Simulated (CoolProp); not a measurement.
Vapour-liquid equilibrium of ethylene (1) + propylene (2) at -36.85 °C; x and y are mole fractions of (1).

Model: multi-fluid Helmholtz-energy mixture model, Smukala 2000 and Lemmon 2013; pair parameters Bell 2016, in CoolProp.

```json
[
 {"x": "0.05", "bubble pressure (MPa)": "0.2286", "y at the bubble point": "0.315", "dew pressure at overall composition x (MPa)": "0.1692", "liquid density (mol/L)": "14.31"},
 {"x": "0.15", "bubble pressure (MPa)": "0.3652", "y at the bubble point": "0.600", "dew pressure at overall composition x (MPa)": "0.1876", "liquid density (mol/L)": "14.56"},
 {"x": "0.25", "bubble pressure (MPa)": "0.5028", "y at the bubble point": "0.733", "dew pressure at overall composition x (MPa)": "0.2105", "liquid density (mol/L)": "14.82"},
 {"x": "0.35", "bubble pressure (MPa)": "0.6406", "y at the bubble point": "0.809", "dew pressure at overall composition x (MPa)": "0.2396", "liquid density (mol/L)": "15.07"},
 {"x": "0.45", "bubble pressure (MPa)": "0.7783", "y at the bubble point": "0.860", "dew pressure at overall composition x (MPa)": "0.2779", "liquid density (mol/L)": "15.31"},
 {"x": "0.55", "bubble pressure (MPa)": "0.9162", "y at the bubble point": "0.897", "dew pressure at overall composition x (MPa)": "0.3305", "liquid density (mol/L)": "15.54"},
 {"x": "0.65", "bubble pressure (MPa)": "1.056", "y at the bubble point": "0.925", "dew pressure at overall composition x (MPa)": "0.4072", "liquid density (mol/L)": "15.75"},
 {"x": "0.75", "bubble pressure (MPa)": "1.198", "y at the bubble point": "0.949", "dew pressure at overall composition x (MPa)": "0.5289", "liquid density (mol/L)": "15.93"},
 {"x": "0.85", "bubble pressure (MPa)": "1.348", "y at the bubble point": "0.970", "dew pressure at overall composition x (MPa)": "0.7472", "liquid density (mol/L)": "16.08"},
 {"x": "0.95", "bubble pressure (MPa)": "1.508", "y at the bubble point": "0.990", "dew pressure at overall composition x (MPa)": "1.204", "liquid density (mol/L)": "16.17"}
]
```

No azeotrope shows between x = 0.05 and 0.95.

Pair parameters are fitted to limited data, so mixtures are less certain than the pure fluids.
